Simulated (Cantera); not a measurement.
An adiabatic, constant-pressure homogeneous reactor starts with CH₄ : C₂H₆ : O₂ : N₂ : CO₂ = 1 : 0.1 : 1.57 : 5.89 : 0.49 (molar parts), equivalence ratio 1.5, at 1475 K and 10.0 bar. Integrator tolerance rtol = 1e-08.

Detailed kinetics in Cantera: GRI-Mech 3.0 (53 species, 325 reactions).

```
quantity                                                              before                                      after
---------------------------------  -----------------------------------------  -----------------------------------------
time of steepest temperature rise                                    90.6 µs                                    2.62 ms
temperature at 6.00 s                                                 2719 K                                     2447 K
equilibrium temperature                                               2719 K                                     2447 K
x(CH₄) at 6.00 s                   9.91e-12 (gas-phase equilibrium 1.13e-11)  3.07e-11 (gas-phase equilibrium 3.43e-11)
x(C₂H₆) at 6.00 s                      <1e-12 (gas-phase equilibrium <1e-12)      <1e-12 (gas-phase equilibrium <1e-12)
x(O₂) at 6.00 s                    0.000340 (gas-phase equilibrium 0.000340)    2.71e-5 (gas-phase equilibrium 2.71e-5)
x(H) at 6.00 s                       0.00429 (gas-phase equilibrium 0.00429)    0.00142 (gas-phase equilibrium 0.00142)
x(CO₂) at 6.00 s                       0.0598 (gas-phase equilibrium 0.0598)      0.0636 (gas-phase equilibrium 0.0636)
x(NO) at 6.00 s                      0.00115 (gas-phase equilibrium 0.00115)  0.000207 (gas-phase equilibrium 0.000207)
x(CH₂O) at 6.00 s                    2.16e-8 (gas-phase equilibrium 2.16e-8)    2.17e-8 (gas-phase equilibrium 2.17e-8)
```

Task: Which change was made?
A) initial temperature 1475 to 1273 K
B) pressure from 10.0 bar to 0.420 bar
C) initial temperature 1475 to 1125 K
D) pressure from 10.0 bar to 5.00 bar

Result: C, initial temperature 1475 to 1125 K
